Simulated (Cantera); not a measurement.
## Stirred combustor or abatement burner

A perfectly stirred reactor is fed with CH4 : C2H6 : O2 : N2 = 1 : 0.042 : 1.34 : 6.31 (molar parts), at 0.200 bar; it is adiabatic with a 775 K inlet, and is followed from long to short residence time, starting on the burning branch (τ in s: 0.42, 0.14, 0.05, 0.017, 0.006, 0.0021, 0.00072, 0.00025, 8.6e-05).

Computed with Cantera and GRI-Mech 3.0 (53 species, 325 reactions).

```tsv
τ (s)	T (K)	x CH4	x C2H6	x O2	x CO2	x HO2	x N2O
0.42	2004	4.92e-5	4.68e-8	5.07e-5	0.0297	4.80e-9	9.71e-9
0.14	1998	9.23e-5	1.29e-7	0.000117	0.0297	1.04e-8	2.01e-8
0.050	1994	0.000193	3.51e-7	0.000274	0.0296	2.48e-8	4.08e-8
0.017	1988	0.000451	1.07e-6	0.000715	0.0293	7.59e-8	6.89e-8
0.0060	1975	0.000999	3.35e-6	0.00185	0.0284	2.75e-7	6.35e-8
0.0021	1940	0.00221	1.17e-5	0.00499	0.0259	1.28e-6	3.03e-8
0.00072	775	0.115	0.00483	0.154	<1e-12	<1e-12	<1e-12
0.00025	775	0.115	0.00483	0.154	<1e-12	<1e-12	<1e-12
8.6e-5	775	0.115	0.00483	0.154	<1e-12	<1e-12	<1e-12
```
x: mole fraction; the columns are a selection and need not sum to one.
